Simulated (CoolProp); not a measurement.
Model: reference Helmholtz-energy equation of state, Lemmon 2006, in CoolProp. It is a short technical equation, of lower accuracy than the large ones.

Task: Give the vapour pressure (MPa), vapour density (kg/m³), vapour viscosity (µPa s), liquid conductivity (mW/(m K)) of saturated C2F6 (R116) at -28.45, -20.45, -4.35 °C.

Result: 
```
T (°C)  p (MPa)  vapour density (kg/m³)  vapour viscosity (µPa s)  liquid conductivity (mW/(m K))
------  -------  ----------------------  ------------------------  ------------------------------
-28.45    0.803                    67.6                      11.5                            56.4
-20.45     1.03                    88.5                      12.0                            53.2
-4.35      1.64                     152                      13.6                            46.3
```

Viscosity comes from a separate model (Huber 2003), an estimate that may be off by 10 % or more. Thermal conductivity comes from a separate model (Huber 2003), an estimate that may be off by 10 % or more.
